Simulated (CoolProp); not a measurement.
Model: reference Helmholtz-energy equation of state, Leachman 2009, in CoolProp.

Q: For normal hydrogen, give the phase and the cv (kJ/(kg K)), Joule-Thomson coefficient (K/MPa) at -237.45 °C and 0.0318 MPa; -237.45 °C and 0.0725 MPa.

A: 
- -237.45 °C and 0.0318 MPa: gas; cv 6.20, Joule-Thomson coefficient 7.85
- -237.45 °C and 0.0725 MPa: gas; cv 6.21, Joule-Thomson coefficient 7.86
